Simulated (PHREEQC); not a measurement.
0.92 g of hydrous ferric oxide (600 m²/g; 0.2 weak and 0.005 strong sites per Fe, Dzombak-Morel constants, diffuse double layer) in 1 kg of water with 0.005 mol/kgw of an inert sodium salt, at 25 °C; the pH is set by adding NaOH or the inert anion's acid. O2 is buffered at 0.21 atm. CO2 from the air is kept out. Nothing may precipitate in this run.

Model: ion-association model, wateq4f.dat, run in PHREEQC.

```tsv
pH	surface charge σ (C/m²)	surface potential ψ (mV)
4	0.187	193
4.5	0.134	176
5	0.092	158
5.5	0.060	137
6	___	114
6.5	___	89
7	0.013	62
7.5	0.006	34
8	0.001	6
8.5	___	-22
9	-0.009	-50
9.5	___	-77
10	-0.031	-103
```

Q: What belongs in the gaps?

A: 
- 6, surface charge σ (C/m²): 0.038
- 6.5, surface charge σ (C/m²): 0.023
- 8.5, surface charge σ (C/m²): -0.004
- 9.5, surface charge σ (C/m²): -0.018

Species that the database lacks are ignored.
